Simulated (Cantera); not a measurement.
A Cantera script and what it prints.

```python
import numpy as np
import cantera as ct

gas_names = [...]  # 151 gases of nasa_gas.yaml made of C, H, N, O, Si
cond_names = """
    C(gr) C6H6(L) C7H8(L) C8H18(L),n-octa H2O(s) H2O(L) Si(cr) Si(L) SiC(b) SiO2(Lqz) SiO2(hqz) SiO2(L)
    Si2N2O(s) Si3N4(a)
""".split()


# ... load() reads the species with a 1 bar reference pressure and builds the phases ...
atoms = {
    'HMDSO': {'Si': 2, 'C': 6, 'H': 18, 'O': 1},
    'N2O': {'N': 2, 'O': 1},
    'H2': {'H': 2},
    'O2': {'O': 2},
}
top_T = {'C(gr)': 4500, 'SiC(b)': 3050, 'Si2N2O(s)': 2100, 'Si3N4(a)': 2400}  # K; cautious upper limits of use, not melting points


# ... equilibrate(T, P, feed) seeds the gas with the atoms and calls Mixture.equilibrate('TP', solver="vcs", rtol=1e-11, max_steps=5000) ...
results = []
feed = {'HMDSO': 1, 'N2O': 0.78, 'H2': 9.6, 'O2': 12}  # mol
P = 890  # Pa
for T in [600, 625, 650, 675, 700, 725, 750, 775, 800, 825, 850, 875]:
    mix = equilibrate(T, P, feed)
    results.append((T, P, feed, dict(zip(mix.species_names, mix.species_moles))))
    x = sorted(zip(gas.X, gas.species_names), reverse=True)
    print(f"T = {T:g} K  P = {P:g} Pa  gas = {mix.phase_moles(0):.4g} mol")
    print("   x: " + "  ".join(f"{s} {v:.3e}" for v, s in x if v > 1e-06))
    print("   condensed (mol): " + ("  ".join(f"{mix.phase(i).name} {mix.phase_moles(i):.4g}"
          for i in range(1, mix.n_phases) if mix.phase_moles(i) > 1e-12) or "none"))
```

Output:

```
T = 600 K  P = 890 Pa  gas = 24.16 mol
   x: H2O 4.598e-01  H2 2.595e-01  CO2 2.187e-01  N2 3.228e-02  CH4 2.529e-02  CO 4.367e-03  NH3 8.798e-06
   condensed (mol): SiO2(Lqz) 2
T = 625 K  P = 890 Pa  gas = 24.76 mol
   x: H2O 4.273e-01  H2 2.989e-01  CO2 2.223e-01  N2 3.149e-02  CH4 1.244e-02  CO 7.505e-03  NH3 7.099e-06
   condensed (mol): SiO2(Lqz) 2
T = 650 K  P = 890 Pa  gas = 25.14 mol
   x: H2O 4.097e-01  H2 3.207e-01  CO2 2.227e-01  N2 3.102e-02  CO 1.119e-02  CH4 4.735e-03  NH3 5.330e-06
   condensed (mol): SiO2(Lqz) 2
T = 675 K  P = 890 Pa  gas = 25.3 mol
   x: H2O 4.045e-01  H2 3.276e-01  CO2 2.207e-01  N2 3.082e-02  CO 1.491e-02  CH4 1.516e-03  NH3 3.835e-06
   condensed (mol): SiO2(Lqz) 2
T = 700 K  P = 890 Pa  gas = 25.36 mol
   x: H2O 4.053e-01  H2 3.273e-01  CO2 2.175e-01  N2 3.076e-02  CO 1.866e-02  CH4 4.657e-04  NH3 2.739e-06
   condensed (mol): SiO2(Lqz) 2
T = 725 K  P = 890 Pa  gas = 25.37 mol
   x: H2O 4.083e-01  H2 3.245e-01  CO2 2.138e-01  N2 3.074e-02  CO 2.256e-02  CH4 1.475e-04  NH3 1.976e-06
   condensed (mol): SiO2(Lqz) 2
T = 750 K  P = 890 Pa  gas = 25.38 mol
   x: H2O 4.121e-01  H2 3.207e-01  CO2 2.097e-01  N2 3.074e-02  CO 2.666e-02  CH4 4.910e-05  NH3 1.448e-06
   condensed (mol): SiO2(Lqz) 2
T = 775 K  P = 890 Pa  gas = 25.38 mol
   x: H2O 4.163e-01  H2 3.165e-01  CO2 2.055e-01  CO 3.094e-02  N2 3.073e-02  CH4 1.724e-05  NH3 1.077e-06
   condensed (mol): SiO2(Lqz) 2
T = 800 K  P = 890 Pa  gas = 25.38 mol
   x: H2O 4.207e-01  H2 3.121e-01  CO2 2.011e-01  CO 3.535e-02  N2 3.073e-02  CH4 6.367e-06
   condensed (mol): SiO2(Lqz) 2
T = 825 K  P = 890 Pa  gas = 25.38 mol
   x: H2O 4.252e-01  H2 3.077e-01  CO2 1.966e-01  CO 3.984e-02  N2 3.073e-02  CH4 2.468e-06
   condensed (mol): SiO2(Lqz) 2
T = 850 K  P = 890 Pa  gas = 25.38 mol
   x: H2O 4.297e-01  H2 3.031e-01  CO2 1.920e-01  CO 4.436e-02  N2 3.073e-02
   condensed (mol): SiO2(hqz) 2
T = 875 K  P = 890 Pa  gas = 25.38 mol
   x: H2O 4.342e-01  H2 2.986e-01  CO2 1.875e-01  CO 4.888e-02  N2 3.073e-02
   condensed (mol): SiO2(hqz) 2
```

These are equilibrium values from Cantera (NASA tables, ideal gas, pure condensed phases), not measurements of a reactor. The feed counts by its element totals alone.
